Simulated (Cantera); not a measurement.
# Si2Cl6 + N2 + H2 (silicon nitride deposition)

A closed system holds: 1 mol Si2Cl6, a varied amount of N2, 0.69 mol H2, held at 527 °C and 22.0 mbar.

Equilibrium computed with Cantera from the NASA thermochemical tables; the gas is ideal and each condensed phase is pure. Candidate condensed phases: NH4Cl, Si, Si3N4; 28 gas species. The feed counts by its element totals alone. N2 is the only nitrogen source here; it is nearly inert below about 1500 K, so the nitride shown seldom forms there in practice. Kinetics and transport are ignored.

| n(N2) (mol) | x N2 | x SiCl4 | x HCl | x H2 | n Si3N4(s) |
|---|---|---|---|---|---|
| 10 | 0.794 | 0.103 | 0.0894 | 0.0131 | 0.256 |
| 15 | 0.854 | 0.0722 | 0.0652 | 0.00812 | 0.259 |
| 20 | 0.887 | 0.0555 | 0.0515 | 0.00570 | 0.261 |
| 24 | 0.905 | 0.0468 | 0.0441 | 0.00453 | 0.262 |
| 29 | 0.920 | 0.0391 | 0.0375 | 0.00356 | 0.263 |
| 34 | 0.931 | 0.0336 | 0.0326 | 0.00289 | 0.264 |
| 39 | 0.939 | 0.0294 | 0.0289 | 0.00242 | 0.265 |
| 43 | 0.945 | 0.0268 | 0.0264 | 0.00212 | 0.266 |
| 48 | 0.950 | 0.0240 | 0.0240 | 0.00183 | 0.266 |
| 53 | 0.955 | 0.0218 | 0.0219 | 0.00161 | 0.267 |
| 58 | 0.958 | 0.0200 | 0.0202 | 0.00142 | 0.267 |
x: gas mole fraction; n: condensed amount in mol.

From 10 mol N2 to 58 mol N2 the condensed part is Si3N4(s). The main Si-bearing gas is SiCl4 throughout. The share of Si in condensed phases is highest at 58 mol N2 (40.1 %) and lowest at 10 mol N2 (38.3 %).
